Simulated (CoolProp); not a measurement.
Properties of n-perfluoropentane along the isobar 52.1 bar (Tc = 421.0 K, pc = 20.63 bar, ω = 0.436).

Values from CoolProp's reference Helmholtz-energy equation of state, Gao 2022.

```tsv
T (K)	phase	Z	cv (kJ/(kg K))	speed of sound (m/s)	Joule-Thomson coefficient (K/MPa)	isothermal compressibility (1/MPa)	expansivity (1/kK)
309.3	liquid	0.3652	0.8411	479.3	-0.2378	0.003414	1.938
322.9	liquid	0.3595	0.8590	443.4	-0.1969	0.004102	2.076
336.6	liquid	0.3552	0.8766	407.0	-0.1476	0.005020	2.243
350.2	liquid	0.3525	0.8936	370.7	-0.08757	0.006252	2.445
363.8	liquid	0.3513	0.9104	334.6	-0.01236	0.007957	2.694
377.4	liquid	0.3520	0.9272	299.0	0.08451	0.01038	3.005
391	liquid	0.3549	0.9440	264.1	0.2129	0.01394	3.403
404.7	liquid	0.3605	0.9613	230.2	0.3899	0.01938	3.927
418.3	liquid	0.3695	0.9788	198.2	0.6374	0.02790	4.620
431.9	supercritical	0.3834	0.9967	168.7	0.9950	0.04172	5.554
445.5	supercritical	0.4041	1.015	142.4	1.522	0.06466	6.810
459.1	supercritical	0.4348	1.031	120.4	2.286	0.1022	8.401
472.8	supercritical	0.4788	1.046	104.6	3.244	0.1553	9.871
486.4	supercritical	0.5341	1.055	97.12	4.006	0.2034	10.10
500	supercritical	0.5925	1.061	96.19	4.273	0.2271	9.075
```
